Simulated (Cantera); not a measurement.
**Equilibrium for fluorocarbon and chlorocarbon gases: C2F6 + HCl**

A closed system holds: 1 mol C2F6, 0.029 mol HCl, equilibrated at 2.40 Pa.

These are equilibrium values from Cantera (NASA tables, ideal gas, pure condensed phases), not measurements of a reactor. Candidate condensed phases: C, C6H6, C7H8, C8H18; 118 gas species. The feed counts by its element totals alone. Condensed phases not in the tables: fluorocarbon polymer. Gases not in the tables: C2F6 and larger saturated fluorocarbons. The numbers say what is thermodynamically allowed, not how fast it happens.

From 748 K to 2548 K the condensed part is C(graphite). From 2748 K to 3148 K nothing is condensed. The main C-bearing gas is CF4 at 748 K and C at 3148 K.

| T (K) | x CF4 | x F | x C | x CF2 | x C3 | x CF | x HF | x Cl | x C2 | n C(graphite) |
|---|---|---|---|---|---|---|---|---|---|---|
| 748 | 0.974 | <1e-12 | <1e-12 | 1.12e-12 | <1e-12 | <1e-12 | 0.0135 | 4.10e-5 | <1e-12 | 0.505 |
| 948 | 0.970 | 2.22e-9 | <1e-12 | 1.68e-8 | <1e-12 | <1e-12 | 0.0176 | 0.00289 | <1e-12 | 0.506 |
| 1148 | 0.964 | 2.39e-6 | <1e-12 | 8.62e-6 | <1e-12 | 6.05e-12 | 0.0186 | 0.0164 | <1e-12 | 0.507 |
| 1348 | 0.962 | 0.000326 | <1e-12 | 0.000681 | <1e-12 | 1.17e-8 | 0.0187 | 0.0186 | <1e-12 | 0.507 |
| 1548 | 0.933 | 0.0124 | 4.28e-12 | 0.0169 | <1e-12 | 3.11e-6 | 0.0184 | 0.0183 | <1e-12 | 0.499 |
| 1748 | 0.617 | 0.187 | 2.53e-9 | 0.163 | 9.28e-10 | 0.000207 | 0.0145 | 0.0145 | 7.61e-11 | 0.436 |
| 1948 | 0.0208 | 0.752 | 4.01e-7 | 0.211 | 3.10e-7 | 0.00268 | 0.00614 | 0.00614 | 2.60e-8 | 0.886 |
| 2148 | 3.45e-5 | 0.940 | 2.47e-5 | 0.0417 | 3.42e-5 | 0.00859 | 0.00501 | 0.00501 | 2.96e-6 | 1.71 |
| 2348 | 8.89e-8 | 0.961 | 0.000749 | 0.00780 | 0.00166 | 0.0190 | 0.00479 | 0.00484 | 0.000149 | 1.80 |
| 2548 | 4.07e-10 | 0.895 | 0.0132 | 0.00157 | 0.0431 | 0.0338 | 0.00409 | 0.00452 | 0.00401 | 0.803 |
| 2748 | 1.68e-12 | 0.832 | 0.0669 | 0.000169 | 0.0565 | 0.0236 | 0.00222 | 0.00415 | 0.0126 | 0 |
| 2948 | <1e-12 | 0.778 | 0.172 | 1.53e-5 | 0.0180 | 0.0108 | 0.000594 | 0.00382 | 0.0134 | 0 |
| 3148 | <1e-12 | 0.750 | 0.233 | 1.17e-6 | 0.00141 | 0.00335 | 0.000133 | 0.00364 | 0.00509 | 0 |
x: gas mole fraction; n: condensed amount in mol.
